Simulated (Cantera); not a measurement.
An adiabatic, constant-volume homogeneous reactor starts with CH4 : O2 : N2 = 1 : 1.54 : 5.78 (molar parts), equivalence ratio 1.3, at 1225 K and 500000 Pa. Integrator tolerance rtol = 1e-08.

Computed with Cantera and GRI-Mech 3.0 (53 species, 325 reactions).

Task: What does this change do: initial temperature 1225 to 1725 K?

Result: 
```json
[
 {"quantity": "time of steepest temperature rise", "before": "7.87 ms", "after": "47.7 µs"},
 {"quantity": "temperature at 1.00 s", "before": "2974 K", "after": "3157 K"},
 {"quantity": "equilibrium temperature", "before": "2974 K", "after": "3157 K"},
 {"quantity": "x(CH4) at 1.00 s", "before": "3.31e-12 (gas-phase equilibrium 3.90e-12)", "after": "2.17e-12 (gas-phase equilibrium 2.63e-12)"},
 {"quantity": "x(O2) at 1.00 s", "before": "0.00217 (gas-phase equilibrium 0.00217)", "after": "0.00551 (gas-phase equilibrium 0.00551)"},
 {"quantity": "x(NO) at 1.00 s", "before": "0.00427 (gas-phase equilibrium 0.00427)", "after": "0.00833 (gas-phase equilibrium 0.00833)"},
 {"quantity": "x(CH3) at 1.00 s", "before": "1.04e-11 (gas-phase equilibrium 1.22e-11)", "after": "1.18e-11 (gas-phase equilibrium 1.43e-11)"},
 {"quantity": "x(HCN) at 1.00 s", "before": "7.86e-8 (gas-phase equilibrium 7.86e-8)", "after": "8.96e-8 (gas-phase equilibrium 8.96e-8)"},
 {"quantity": "x(CH2CO) at 1.00 s", "before": "<1e-12 (gas-phase equilibrium <1e-12)", "after": "<1e-12 (gas-phase equilibrium <1e-12)"},
 {"quantity": "x(H2) at 1.00 s", "before": "0.0423 (gas-phase equilibrium 0.0423)", "after": "0.0485 (gas-phase equilibrium 0.0485)"}
]
```
Above 3000 K some thermodynamic fits are extrapolated.

Task: What does this change do: initial temperature 1225 to 1373 K?

Result: 
```json
[
 {"quantity": "time of steepest temperature rise", "before": "7.87 ms", "after": "1.35 ms"},
 {"quantity": "temperature at 1.00 s", "before": "2974 K", "after": "3033 K"},
 {"quantity": "equilibrium temperature", "before": "2974 K", "after": "3033 K"},
 {"quantity": "x(CH4) at 1.00 s", "before": "3.31e-12 (gas-phase equilibrium 3.90e-12)", "after": "2.76e-12 (gas-phase equilibrium 3.29e-12)"},
 {"quantity": "x(O2) at 1.00 s", "before": "0.00217 (gas-phase equilibrium 0.00217)", "after": "0.00308 (gas-phase equilibrium 0.00308)"},
 {"quantity": "x(NO) at 1.00 s", "before": "0.00427 (gas-phase equilibrium 0.00427)", "after": "0.00545 (gas-phase equilibrium 0.00545)"},
 {"quantity": "x(CH3) at 1.00 s", "before": "1.04e-11 (gas-phase equilibrium 1.22e-11)", "after": "1.05e-11 (gas-phase equilibrium 1.25e-11)"},
 {"quantity": "x(HCN) at 1.00 s", "before": "7.86e-8 (gas-phase equilibrium 7.86e-8)", "after": "8.01e-8 (gas-phase equilibrium 8.01e-8)"},
 {"quantity": "x(CH2CO) at 1.00 s", "before": "<1e-12 (gas-phase equilibrium <1e-12)", "after": "<1e-12 (gas-phase equilibrium <1e-12)"},
 {"quantity": "x(H2) at 1.00 s", "before": "0.0423 (gas-phase equilibrium 0.0423)", "after": "0.0439 (gas-phase equilibrium 0.0439)"}
]
```
Above 3000 K some thermodynamic fits are extrapolated.
